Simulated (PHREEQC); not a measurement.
Solution (80 °C): 44 mmol/kgw HF, 4.9 mmol/kgw KF, 1.4 mmol/kgw H2SiF6 and 23 mmol/kgw H3PO4. Closed to the air; pH follows from the charge balance.

Computed with PHREEQC (ion-association model, phreeqc.dat).

### Question
The ionic strength comes out as 0.0147 mol/kgw. What activity coefficients do F-, HF2-, H2PO4-, SiF6-2, H+ get?

### Answer
F- 0.87, HF2- 0.87, H2PO4- 0.88, SiF6-2 0.59, H+ 0.89.

This is a speciation only: nothing precipitates in the calculation. At this temperature some constants are extrapolated from 25 °C, and those without enthalpy data are left unchanged. SiF6-2 is the database's only silicon fluoride.
